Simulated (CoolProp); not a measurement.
Vapour pressure (kPa) of dodecamethylcyclohexasiloxane (D6): the reference equation beside estimates from Tc = 372.6 °C, pc = 961.4 kPa, ω = 0.736. Clausius-Clapeyron is anchored at 154.75 °C with a constant enthalpy of vaporisation of 54.92 kJ/mol.

Computed with CoolProp (reference Helmholtz-energy equation of state, Colonna 2008). It is a short technical equation, of lower accuracy than the large ones.

| T (°C) | reference | Lee-Kesler | Clausius-Clapeyron | Peng-Robinson |
|---|---|---|---|---|
| 148.35 | 6.123 | 6.107 | 6.150 | 6.561 |
| 150.55 | 6.654 | 6.637 | 6.672 | 7.116 |
| 152.65 | 7.196 | 7.178 | 7.205 | 7.682 |
| 154.75 | 7.775 | 7.755 | 7.775 | 8.285 |
| 156.95 | 8.422 | 8.401 | 8.414 | 8.959 |
| 159.05 | 9.080 | 9.059 | 9.065 | 9.644 |
| 161.15 | 9.780 | 9.760 | 9.761 | 10.37 |
| 163.35 | 10.56 | 10.54 | 10.54 | 11.18 |
| 165.45 | 11.35 | 11.33 | 11.33 | 12.01 |
| 167.65 | 12.23 | 12.22 | 12.21 | 12.92 |
| 169.75 | 13.13 | 13.11 | 13.11 | 13.85 |
| 171.85 | 14.07 | 14.06 | 14.07 | 14.83 |
| 174.05 | 15.12 | 15.12 | 15.14 | 15.92 |
| 176.15 | 16.18 | 16.18 | 16.22 | 17.01 |

Absolute difference from the reference over all 14 rows, mean and median: Lee-Kesler 0.2 and 0.2 %, Clausius-Clapeyron 0.2 and 0.2 %, Peng-Robinson 6.0 and 6.0 %.
